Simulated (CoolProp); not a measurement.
Vapour-liquid equilibrium of cyclohexane (1) + n-heptane (2) at 121.45 °C; x and y are mole fractions of (1).

The numbers come from the multi-fluid Helmholtz-energy mixture model, Zhou 2014 and Span 2003; pair parameters Bell 2016 in CoolProp.

Q: Give the bubble pressure and the first vapour's composition at x = 0.25, 0.35, 0.55. Is there an azeotrope?

A: x = 0.25: 2.186 bar, y = 0.337; x = 0.35: 2.297 bar, y = 0.450; x = 0.55: 2.515 bar, y = 0.648. No azeotrope shows between x = 0.05 and 0.95.

The pair parameters rest on a limited set of measurements; away from them the model extrapolates.
